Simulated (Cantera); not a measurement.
**Adiabatic ignition**

An adiabatic, constant-pressure homogeneous reactor starts with CO : H2 : CH4 : O2 : N2 = 1 : 0.57 : 0.51 : 7.52 : 82.7 (molar parts), equivalence ratio 0.24, at 1025 K and 0.660 bar.

Computed with Cantera and GRI-Mech 3.0 (53 species, 325 reactions).

| t (s) | T (K) | x CO | x H2 | x CH4 | x CH2 | x CH3 | x CH2CO |
|---|---|---|---|---|---|---|---|
| 2.00e-6 | 1025 | 0.0108 | 0.00618 | 0.00553 | <1e-12 | <1e-12 | <1e-12 |
| 5.55e-6 | 1025 | 0.0108 | 0.00618 | 0.00553 | <1e-12 | 2.04e-12 | <1e-12 |
| 1.54e-5 | 1025 | 0.0108 | 0.00618 | 0.00553 | <1e-12 | 8.47e-12 | <1e-12 |
| 4.28e-5 | 1025 | 0.0108 | 0.00618 | 0.00553 | <1e-12 | 4.58e-11 | <1e-12 |
| 0.000119 | 1025 | 0.0108 | 0.00618 | 0.00553 | <1e-12 | 2.75e-10 | <1e-12 |
| 0.000330 | 1025 | 0.0108 | 0.00618 | 0.00553 | <1e-12 | 1.59e-9 | <1e-12 |
| 0.000917 | 1025 | 0.0108 | 0.00618 | 0.00553 | <1e-12 | 1.06e-8 | <1e-12 |
| 0.00255 | 1025 | 0.0108 | 0.00618 | 0.00553 | <1e-12 | 2.88e-7 | <1e-12 |
| 0.00707 | 1053 | 0.0114 | 0.00544 | 0.00398 | 1.71e-8 | 3.35e-5 | 5.00e-6 |
| 0.0196 | 1287 | 0.000380 | 9.81e-6 | <1e-12 | <1e-12 | <1e-12 | <1e-12 |
| 0.0545 | 1291 | 1.70e-5 | 5.30e-7 | <1e-12 | <1e-12 | <1e-12 | <1e-12 |
| 0.151 | 1291 | 1.18e-6 | 6.54e-8 | <1e-12 | <1e-12 | <1e-12 | <1e-12 |
| 0.420 | 1291 | 7.36e-8 | 1.43e-8 | <1e-12 | <1e-12 | <1e-12 | <1e-12 |
| 1.17 | 1291 | 1.27e-8 | 7.21e-9 | <1e-12 | <1e-12 | <1e-12 | <1e-12 |
| 3.24 | 1291 | 1.06e-8 | 6.44e-9 | <1e-12 | <1e-12 | <1e-12 | <1e-12 |
| 9.00 | 1291 | 1.05e-8 | 6.39e-9 | <1e-12 | <1e-12 | <1e-12 | <1e-12 |
x: mole fraction; the columns are a selection and need not sum to one.

The time of steepest temperature rise comes out as 9.27 ms, the temperature at 9.00 s is 1291 K and the equilibrium temperature is 1291 K. The x(CO) at 9.00 s comes out as 1.05e-8 (gas-phase equilibrium 1.04e-8). The x(H2) at 9.00 s comes out as 6.39e-9 (gas-phase equilibrium 6.33e-9) and the x(CH4) at 9.00 s is <1e-12 (gas-phase equilibrium <1e-12).
